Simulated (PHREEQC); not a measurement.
PHREEQC input (ion-association model, wateq4f.dat):

```
SOLUTION_MASTER_SPECIES
  Amm  AmmH+  0  AmmH  17.031  # ammonia with no redox link, constants of NH4+
SOLUTION_SPECIES
  AmmH+ = AmmH+
    -log_k 0
  AmmH+ = Amm + H+
    -log_k -9.252
    -delta_h 12.48 kcal
    -analytic 0.6322 -0.001225 -2835.76
    -gamma 2.5 0.0
  AmmH+ + SO4-2 = AmmHSO4-
    -log_k 1.11
    -gamma 5.0 0.0
PHASES
  Amm(g)
    Amm = Amm
    -log_k 1.770
    -delta_h -8.170 kcal
EXCHANGE_SPECIES
  AmmH+ + X- = AmmHX
    -log_k 0.6
SOLUTION 1
  temp 35
  units mol/kgw
  pH 7 charge
  C(4) 0.00028
  Ca 0.00014
  S(6) 0.04043
  Na 0.08
  Mg 0.00043
SOLUTION 2
  temp 35
  units mol/kgw
  pH 7 charge
  S(6) 0.084
  Na 0.084
  Amm 0.0052
END
SELECTED_OUTPUT 1
  -reset false
  -pH true
  -pe true
  -ionic_strength true
  -water true
  -totals Amm C Ca Mg Na S C(-4) C(4) S(-2) S(6)
  -molalities H+ CO3-2 Ca+2 Mg+2 Na+ SO4-2 CaSO4 MgOH+ CO2 HCO3-
    NaCO3- NaHCO3 NaSO4- MgCO3 MgHCO3+ MgSO4 CaOH+ CaHCO3+ CaCO3 HSO4-
    H2S HS- S-2 O2 OH- CaHSO4+ AmmH+ Amm AmmHSO4-
  -equilibrium_phases Calcite Gypsum Brucite Portlandite Nesquehonite Mirabilite Epsomite Nahcolite Natron
PRINT
  -reset false
MIX 1
  1 1
  2 0
EQUILIBRIUM_PHASES 1
  Calcite 0 0
  Gypsum 0 0
  Brucite 0 0
  Portlandite 0 0
  Nesquehonite 0 0
  Mirabilite 0 0
  Epsomite 0 0
  Nahcolite 0 0
  Natron 0 0
  O2(g) -0.68 10
END
# ... the last block is repeated for the other 10 points of share of solution B
```

Selected output (columns that matter, 11 of 11 rows; share of solution B added in front):

```
share of solution B	pH	mu	Amm	C	Ca	Mg	Na	S	m_H+	m_Ca+2	m_Mg+2	m_Na+	m_SO4-2	m_CaSO4
0	7.8387	0.11096	0	0.00028	0.00014	0.00043	0.08	0.04043	1.771e-08	7.0301e-05	0.00017724	0.075049	0.035165	6.9557e-05
0.1	2.6192	0.11445	0.00052	0.000252	0.000126	0.000387	0.0804	0.044787	0.0029403	6.3578e-05	0.00016228	0.07552	0.034863	6.1107e-05
0.2	2.3055	0.11805	0.00104	0.000224	0.000112	0.000344	0.0808	0.049144	0.0060643	5.6777e-05	0.00014682	0.075995	0.034479	5.2874e-05
0.3	2.1225	0.12177	0.00156	0.000196	9.8e-05	0.000301	0.0812	0.053501	0.009257	4.987e-05	0.0001306	0.076461	0.034156	4.5069e-05
0.4	1.9924	0.1256	0.00208	0.000168	8.4e-05	0.000258	0.0816	0.057858	0.012511	4.2877e-05	0.00011369	0.076921	0.033887	3.766e-05
0.5	1.8912	0.12953	0.0026	0.00014	7e-05	0.000215	0.082	0.062215	0.015818	3.5817e-05	9.6126e-05	0.077374	0.033666	3.0618e-05
0.6	1.8083	0.13353	0.00312	0.000112	5.6e-05	0.000172	0.0824	0.066572	0.019172	2.8706e-05	7.7953e-05	0.07782	0.033487	2.3915e-05
0.7	1.7381	0.13761	0.00364	8.4e-05	4.2e-05	0.000129	0.0828	0.070929	0.022568	2.1557e-05	5.9215e-05	0.078262	0.033345	1.7524e-05
0.8	1.6773	0.14175	0.00416	5.6e-05	2.8e-05	8.6e-05	0.0832	0.075286	0.026001	1.4382e-05	3.9953e-05	0.078699	0.033235	1.1422e-05
0.9	1.6236	0.14595	0.00468	2.8e-05	1.4e-05	4.3e-05	0.0836	0.079643	0.029465	7.1937e-06	2.0203e-05	0.079131	0.033153	5.5874e-06
1	1.5756	0.15019	0.0052	0	0	0	0.084	0.084	0.032959	0	0	0.07956	0.033096	0
```
